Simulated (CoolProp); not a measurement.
A single-stage vapour-compression cycle with R22: evaporating at 237.15 K (dew point), condensing at 287.15 K (bubble point), superheat 2 K, subcooling 0 K, compressor efficiency 0.65, no pressure losses. Each further row changes one setting.

The numbers come from the reference Helmholtz-energy equation of state, Kamei 1995 in CoolProp.

```csv
case,cooling COP,pressure ratio,discharge temperature (K),refrigerating effect (kJ/kg),volumetric capacity (kJ/m³)
as stated,…,6.07,353.5,175,999
evaporating temperature 242.15 K,…,…,…,177,…
condensing temperature 282.15 K,2.85,5.23,343.6,181,1030
subcooling 5 K,…,6.07,353.5,181,1030
superheat 12 K,2.48,6.07,…,181,…
compressor efficiency 0.55,2.12,6.07,369.9,175,999
```

**Question.** Fill in the missing entries.

**Answer.** 
- as stated, cooling COP: 2.50
- evaporating temperature 242.15 K, cooling COP: 2.90
- evaporating temperature 242.15 K, pressure ratio: 4.88
- evaporating temperature 242.15 K, discharge temperature (K): 345.1
- evaporating temperature 242.15 K, volumetric capacity (kJ/m³): 1240
- subcooling 5 K, cooling COP: 2.59
- superheat 12 K, discharge temperature (K): 365.8
- superheat 12 K, volumetric capacity (kJ/m³): 987
